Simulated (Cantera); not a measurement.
Charge: 1 mol TiO2, a varied amount of C, 1.2 mol H2, held at 1275 °C and 2.40 mbar.

Method: chemical equilibrium by Gibbs-energy minimisation in Cantera with the NASA 1993 tables (ideal gas, pure condensed phases). Candidate condensed phases: C, C6H6, C7H8, C8H18, H2O, Ti, TiC, TiO, TiO2, Ti2O3, Ti3O5, Ti4O7; 113 gas species. TiC: taken at fixed stoichiometry. The numbers say what is thermodynamically allowed, not how fast it happens.

Problem. At 3.5 mol C, list the 3 most abundant gas species with their mole fractions, and the condensed phases.

Solution. CO 0.625, H2 0.375, H 0.000385. Condensed: C(graphite) + TiC(s).
